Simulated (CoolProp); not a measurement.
Vapour-liquid equilibrium of CHF3 (R23) (1) + R152A (2) at 220.4 K; x and y are mole fractions of (1).

The numbers come from the multi-fluid Helmholtz-energy mixture model, Penoncello 2003 and Outcalt 1996; pair parameters Bell 2016 in CoolProp.

| x | bubble pressure, mixture model (MPa) | bubble pressure, Raoult's law (MPa) | y, mixture model | y, Raoult's law |
|---|---|---|---|---|
| 0.05 | 0.03985 | 0.04359 | 0.437 | 0.490 |
| 0.125 | 0.06574 | 0.07389 | 0.681 | 0.723 |
| 0.2 | 0.09293 | 0.1042 | 0.792 | 0.820 |
| 0.275 | 0.1213 | 0.1345 | 0.854 | 0.874 |
| 0.35 | 0.1506 | 0.1648 | 0.893 | 0.908 |
| 0.425 | 0.1808 | 0.1951 | 0.920 | 0.931 |
| 0.5 | 0.2116 | 0.2254 | 0.940 | 0.948 |
| 0.575 | 0.2430 | 0.2557 | 0.955 | 0.961 |
| 0.65 | 0.2748 | 0.2860 | 0.967 | 0.971 |
| 0.725 | 0.3069 | 0.3163 | 0.976 | 0.980 |
| 0.8 | 0.3392 | 0.3466 | 0.984 | 0.987 |
| 0.875 | 0.3719 | 0.3770 | 0.991 | 0.992 |
| 0.95 | 0.4050 | 0.4073 | 0.997 | 0.997 |

The largest gap from Raoult's law is -11.0 % in bubble pressure, at x = 0.125. No azeotrope shows between x = 0.05 and 0.95.

Pair parameters are fitted to limited data, so mixtures are less certain than the pure fluids.
